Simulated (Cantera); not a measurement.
**N2O furnace oxynitridation**

An isothermal, constant-pressure homogeneous reactor starts with N₂O : H₂O = 1 : 0.047 (molar parts), at 1398 K and 101000 Pa.

Model: GRI-Mech 3.0 (53 species, 325 reactions), integrated in Cantera. GRI-Mech 3.0 was tuned for natural gas; its chemistry of N2O as a main component is partial and can be far from experiment. The mechanism lacks the step 2 NO + O2 → 2 NO2, which can matter for NO2 below about 1400 K. The temperature is held fixed by assumption; the heat of reaction is taken as removed at once.

```tsv
t (s)	x N₂O	x H₂O	x O₂	x HO₂	x H₂	x NO
3.00e-5	0.954	0.0449	0.000171	3.08e-6	2.26e-8	8.28e-5
0.000118	0.952	0.0448	0.000751	1.73e-5	3.90e-7	0.000344
0.000460	0.944	0.0447	0.00312	1.52e-5	1.21e-6	0.00130
0.00180	0.911	0.0442	0.0122	9.59e-6	8.43e-7	0.00479
0.00706	0.798	0.0425	0.0438	4.47e-6	5.20e-7	0.0170
0.0277	0.507	0.0380	0.127	1.48e-6	4.19e-7	0.0474
0.108	0.136	0.0324	0.237	4.32e-7	2.82e-7	0.0793
0.425	0.00510	0.0305	0.279	9.85e-8	4.53e-8	0.0833
1.66	1.94e-6	0.0304	0.281	6.12e-8	2.51e-8	0.0832
6.52	1.83e-6	0.0304	0.281	6.12e-8	2.51e-8	0.0830
25.5	1.81e-6	0.0304	0.281	6.13e-8	2.51e-8	0.0824
100	1.71e-6	0.0304	0.283	6.15e-8	2.51e-8	0.0801
```
x: mole fraction; the columns are a selection and need not sum to one.

Equilibrium at this temperature and pressure: N₂O 4.68e-8, H₂O 0.0304, O₂ 0.323, HO₂ 6.79e-8, H₂ 2.34e-8, NO 0.000808 (gas phase only).
